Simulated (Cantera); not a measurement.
Input (Python, Cantera):

```python
import numpy as np
import cantera as ct

gas = ct.Solution("gri30.yaml")
gas.TPX = 1100, 13332, {'H2': 1.2, 'O2': 1, 'N2': 4.5}
reactor = ct.IdealGasConstPressureReactor(gas, energy="off", clone=False)
net = ct.ReactorNet([reactor])
net.rtol, net.atol = 1e-08, 1e-18
show = ['H2', 'O2', 'OH', 'NO', 'HO2', 'H2O']
times = np.geomspace(0.0001, 200, 15)

steps = ct.SolutionArray(gas, extra=["t"])
rows = []
print(f"{'t/s':>10s}{'T/K':>9s}{'P/Pa':>11s}" + "".join(f"{s:>11s}" for s in show))
for t in times:
    while net.time < t:
        t_next = net.step()
        steps.append(gas.state, t=t_next)
    rows.append([np.interp(t, steps.t, y) for y in (steps.T, steps.P, *steps(*show).X.T)])
    print(f"{t:10.3e}{rows[-1][0]:9.1f}{rows[-1][1]:11.4g}" + "".join(f"{x:11.3e}" for x in rows[-1][2:]))
rate = np.gradient(steps.T, steps.t)
print("integrator steps:", len(steps.t))
if steps.T.max() > steps.T[0] + 200:
    print(f"time of steepest temperature rise: {steps.t[rate.argmax()]:.4e} s")
gas.TPX = 1100, 13332, {'H2': 1.2, 'O2': 1, 'N2': 4.5}
gas.equilibrate("TP")
print(f"equilibrium (TP): T = {gas.T:.1f} K  " + "  ".join(f"{s} {gas[s].X[0]:.3e}" for s in show))
```

It prints:

```
       t/s      T/K       P/Pa         H2         O2         OH         NO        HO2        H2O
 1.000e-04   1100.0  1.333e+04  1.791e-01  1.493e-01  1.091e-09  1.632e-20  3.706e-09  1.406e-08
 2.819e-04   1100.0  1.333e+04  1.791e-01  1.493e-01  2.370e-07  2.216e-16  1.614e-07  3.714e-06
 7.946e-04   1100.0  1.333e+04  2.576e-02  8.268e-02  3.590e-03  1.504e-06  1.341e-05  1.255e-01
 2.240e-03   1100.0  1.333e+04  3.703e-03  6.679e-02  1.274e-03  4.624e-06  1.239e-05  1.896e-01
 6.314e-03   1100.0  1.333e+04  3.551e-04  6.560e-02  2.941e-04  4.672e-06  6.172e-06  1.961e-01
 1.780e-02   1100.0  1.333e+04  3.747e-05  6.556e-02  9.572e-05  4.639e-06  1.312e-06  1.966e-01
 5.017e-02   1100.0  1.333e+04  4.571e-06  6.556e-02  3.908e-05  4.619e-06  2.299e-07  1.967e-01
 1.414e-01   1100.0  1.333e+04  7.671e-07  6.557e-02  1.852e-05  4.629e-06  5.089e-08  1.967e-01
 3.986e-01   1100.0  1.333e+04  1.834e-07  6.557e-02  9.756e-06  4.649e-06  1.426e-08  1.967e-01
 1.124e+00   1100.0  1.333e+04  5.377e-08  6.557e-02  5.463e-06  4.664e-06  4.693e-09  1.967e-01
 3.168e+00   1100.0  1.333e+04  1.760e-08  6.557e-02  3.172e-06  4.671e-06  1.952e-09  1.967e-01
 8.929e+00   1100.0  1.333e+04  6.488e-09  6.557e-02  1.920e-06  4.670e-06  1.303e-09  1.967e-01
 2.517e+01   1100.0  1.333e+04  3.318e-09  6.557e-02  1.325e-06  4.662e-06  1.341e-09  1.967e-01
 7.095e+01   1100.0  1.333e+04  2.812e-09  6.557e-02  1.190e-06  4.658e-06  1.408e-09  1.967e-01
 2.000e+02   1100.0  1.333e+04  2.794e-09  6.557e-02  1.184e-06  4.658e-06  1.411e-09  1.967e-01
integrator steps: 2091
equilibrium (TP): T = 1100.0 K  H2 2.791e-09  O2 6.555e-02  OH 1.183e-06  NO 4.621e-05  HO2 1.411e-09  H2O 1.967e-01
```

Cantera simulation using GRI-Mech 3.0 (53 species, 325 reactions); the numbers are that mechanism's predictions, not measurements. The temperature is held fixed by assumption; the heat of reaction is taken as removed at once.
